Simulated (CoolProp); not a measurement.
Saturation properties of propylene glycol (Tc = 400.8 °C, pc = 7.292 MPa, ω = 0.327).

Model: reference Helmholtz-energy equation of state, Eisenbach 2021, in CoolProp.

| T (°C) | p (MPa) | liquid density (kg/m³) | vapour density (kg/m³) |
|---|---|---|---|
| 55.15 | 0.0001950 | 1009 | 0.005437 |
| 72.15 | 0.0006060 | 995.7 | 0.01607 |
| 89.15 | 0.001657 | 981.9 | 0.04190 |
| 106.15 | 0.004064 | 967.7 | 0.09823 |
| 123.15 | 0.009076 | 953.1 | 0.2103 |
| 140.15 | 0.01870 | 938.0 | 0.4163 |
| 157.15 | 0.03591 | 922.4 | 0.7710 |
| 174.15 | 0.06492 | 906.1 | 1.348 |
| 191.15 | 0.1113 | 889.1 | 2.243 |
| 208.15 | 0.1822 | 871.3 | 3.577 |
| 225.15 | 0.2864 | 852.5 | 5.500 |
| 242.15 | 0.4345 | 832.7 | 8.202 |
| 259.15 | 0.6390 | 811.5 | 11.92 |
| 276.15 | 0.9142 | 788.9 | 16.95 |

It boils at 188.1 °C under 1 atm.
